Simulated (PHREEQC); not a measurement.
Solution (25 °C): 0.0029 mol HF, 0.001 mol NH4HF2 and 0.013 mol H2SO4 per kg of water. Closed to the air; pH follows from the charge balance.

The numbers come from PHREEQC with the ion-association model, phreeqc.dat.

Problem. The ionic strength comes out as 0.0261 mol/kgw. What activity coefficients do HSO4-, NH4SO4-, SO4-2, NH4+, HF2- get?

Solution. HSO4- 0.86, NH4SO4- 0.86, SO4-2 0.55, NH4+ 0.85, HF2- 0.86.

No solid was allowed to form. Species that the database lacks are ignored.
